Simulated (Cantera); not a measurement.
What does this Cantera script print?

```python
import numpy as np
import cantera as ct

gas_names = [...]  # 136 gases of nasa_gas.yaml made of C, H, N, O
cond_names = """
    C(gr) C6H6(L) C7H8(L) C8H18(L),n-octa H2O(s) H2O(L)
""".split()


# ... load() reads the species with a 1 bar reference pressure and builds the phases ...
atoms = {
    'acetone': {'C': 3, 'H': 6, 'O': 1},
    'NH3': {'N': 1, 'H': 3},
    'N2': {'N': 2},
}
top_T = {'C(gr)': 4500}  # K; cautious upper limits of use, not melting points


# ... equilibrate(T, P, feed) seeds the gas with the atoms and calls Mixture.equilibrate('TP', solver="vcs", rtol=1e-11, max_steps=5000) ...
results = []
feed = {'acetone': 1, 'NH3': 0.21, 'N2': 0.21}  # mol
T = 1073.15  # K
P = 360000  # Pa
mix = equilibrate(T, P, feed)
results.append((T, P, feed, dict(zip(mix.species_names, mix.species_moles))))
print(gas.report(threshold=0.001))
for i in range(1, mix.n_phases):
    print(f"{mix.phase(i).name:16s} {mix.phase_moles(i):12.5e} mol")
```

Result:

```
       temperature   1073.2 K
          pressure   3.6e+05 Pa
           density   0.42898 kg/m^3
  mean mol. weight   10.632 kg/kmol
   phase of matter   gas

                          1 kg             1 kmol
                     ---------------   ---------------
          enthalpy       -1.4651e+06       -1.5578e+07  J
   internal energy       -2.3043e+06       -2.4501e+07  J
           entropy             18247        1.9401e+05  J/K
    Gibbs function       -2.1047e+07       -2.2379e+08  J
 heat capacity c_p            3303.9             35129  J/K
 heat capacity c_v            2521.9             26814  J/K

                      mass frac. Y      mole frac. X     chem. pot. / RT
                     ---------------   ---------------   ---------------
               CH4          0.098383          0.065203           -35.361
                CO           0.43914           0.16669           -38.686
               CO2           0.05815          0.014049           -75.747
                H2           0.11913           0.62828           -16.868
               H2O          0.082874          0.048912           -53.929
                N2           0.20202          0.076673           -26.334
     [ +130 minor]         0.0003131        0.00019071

C(gr)             1.99076e+00 mol
```

Cantera equilibrium calculation (NASA polynomials, part measured and part estimated; ideal gas, pure solids and liquids). The feed counts by its element totals alone.
